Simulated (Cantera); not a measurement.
A Cantera script and its output.

```python
import numpy as np
import cantera as ct

surf = ct.Interface("ptcombust.yaml", "Pt_surf")
gas = surf.adjacent["gas"]
gas.TPX = 300, 9700, {'H2': 0.035, 'O2': 0.15, 'N2': 0.79}
jet = ct.ImpingingJet(gas=gas, width=0.036, surface=surf)
jet.inlet.mdot, jet.inlet.T, jet.inlet.X = 0.047, 300, {'H2': 0.035, 'O2': 0.15, 'N2': 0.79}
jet.set_refine_criteria(ratio=10, slope=0.2, curve=0.3)
show, cover = ['H2', 'O2', 'H2O', 'OH'], ["PT(S)", "H(S)", "O(S)", "OH(S)", "CO(S)", "C(S)"]

rows = []
print(f"{'Ts/K':>7s}" + "".join(f"{s:>11s}" for s in show + cover) + "   (gas at the wall, coverages)")
for i, Ts in enumerate([700, 750, 800, 850, 900, 950, 1000]):
    jet.surface.T = Ts
    if i == 0:
        surf.TP = Ts, 9700
        surf.coverages = "PT(S):0.5, O(S):0.5"
        surf.advance_coverages(1.0)
        jet.set_initial_guess(products="inlet")
    jet.solve(loglevel=0, auto=(i == 0))
    rows.append([*(jet.X[gas.species_index(s), -1] for s in show), *surf[cover].coverages])
    print(f"{Ts:7g}" + "".join(f"{x:11.3e}" for x in rows[-1]))
```

Result:

```
   Ts/K         H2         O2        H2O         OH      PT(S)       H(S)       O(S)      OH(S)      CO(S)       C(S)   (gas at the wall, coverages)
    700  3.572e-03  1.196e-01  6.195e-02  1.590e-10  5.813e-02  4.470e-09  9.383e-01  3.577e-03 -2.770e-22 -4.608e-31
    750  3.120e-03  1.192e-01  6.249e-02  1.000e-09  7.021e-02  8.809e-09  9.269e-01  2.848e-03  1.686e-20 -2.197e-26
    800  2.387e-03  1.185e-01  6.361e-02  4.581e-09  9.776e-02  2.134e-08  8.997e-01  2.508e-03  3.604e-19  1.472e-25
    850  1.744e-03  1.179e-01  6.456e-02  1.678e-08  1.413e-01  5.406e-08  8.564e-01  2.300e-03  6.072e-20  2.767e-30
    900  1.312e-03  1.175e-01  6.513e-02  5.264e-08  1.960e-01  1.257e-07  8.019e-01  2.099e-03  1.389e-22  4.742e-25
    950  1.039e-03  1.173e-01  6.541e-02  1.456e-07  2.572e-01  2.622e-07  7.409e-01  1.890e-03  3.234e-18  7.856e-25
   1000  8.609e-04  1.172e-01  6.553e-02  3.616e-07  3.220e-01  4.989e-07  6.763e-01  1.682e-03 -2.080e-21  4.264e-28
```

Cantera simulation using Deutschmann's 1995 Pt surface mechanism with GRI-Mech 3.0 gas chemistry; the numbers are that mechanism's predictions, not measurements. Catalytic surfaces can have several steady states; this one follows from the mechanism file's or the stated starting coverage.
